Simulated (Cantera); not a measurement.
A closed system holds: 1 mol toluene, 1.3 mol CO2, 4.4 mol H2, held at 1700 °C.

These are equilibrium values from Cantera (NASA tables, ideal gas, pure condensed phases), not measurements of a reactor. Candidate condensed phases: C, C6H6, C7H8, C8H18, H2O; 110 gas species. Equilibrium is a limit: real reactors are often held back by kinetics, nucleation or transport.

Problem. At 10500 Torr, list the 4 most abundant gas species with their mole fractions, and the condensed phases.

Solution. H2 0.758, CO 0.237, CH4 0.00367, C2H2 (acetylene) 0.000486. Condensed: C(graphite).
